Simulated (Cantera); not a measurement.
Feed: 1 mol SiH₂Cl₂, 13 mol N₂, equilibrated at 4.30 mbar.

Cantera equilibrium calculation (NASA polynomials, part measured and part estimated; ideal gas, pure solids and liquids). Candidate condensed phases: NH₄Cl, Si, Si₃N₄; 28 gas species. N₂ is the only nitrogen source here; it is nearly inert below about 1500 K, so the nitride shown seldom forms there in practice. The numbers say what is thermodynamically allowed, not how fast it happens.

Problem. At 577 °C, list the 4 most abundant gas species with their mole fractions, and the condensed phases.

Solution. N₂ 0.872, HCl 0.0908, H₂ 0.0247, SiCl₄ 0.0123. Condensed: Si₃N₄(s).
